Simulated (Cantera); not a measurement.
Cantera run, input and output.

```python
import numpy as np
import cantera as ct

gas = ct.Solution("gri30.yaml")


def delay(T, t_max=10):
    gas.TPX = T, 170000, {'C3H8': 1, 'O2': 4.55, 'N2': 17.1}
    reactor = ct.IdealGasReactor(gas, clone=False)
    net = ct.ReactorNet([reactor])
    net.rtol, net.atol = 1e-8, 1e-16
    while net.time < t_max:
        t_old, T_old = net.time, reactor.T
        net.step()
        if reactor.T > T + 400:  # ignition: a rise of 400 K
            return t_old + (T + 400 - T_old) / (reactor.T - T_old) * (net.time - t_old)
    return np.nan


taus = []
for T in [1150, 1250, 1350, 1450, 1550, 1650, 1750, 1850, 1950]:
    taus.append(delay(T))
    print(f"T0 = {T:6g} K   tau = {taus[-1]:.4e} s")
```

Result:

```
T0 =   1150 K   tau = 1.3021e-02 s
T0 =   1250 K   tau = 1.7179e-03 s
T0 =   1350 K   tau = 3.2122e-04 s
T0 =   1450 K   tau = 8.6583e-05 s
T0 =   1550 K   tau = 3.2099e-05 s
T0 =   1650 K   tau = 1.5284e-05 s
T0 =   1750 K   tau = 8.7399e-06 s
T0 =   1850 K   tau = 5.6903e-06 s
T0 =   1950 K   tau = 4.0589e-06 s
```

Computed with Cantera and GRI-Mech 3.0 (53 species, 325 reactions). GRI-Mech 3.0 was tuned for natural gas; its chemistry of propane as a main component is partial and can be far from experiment.
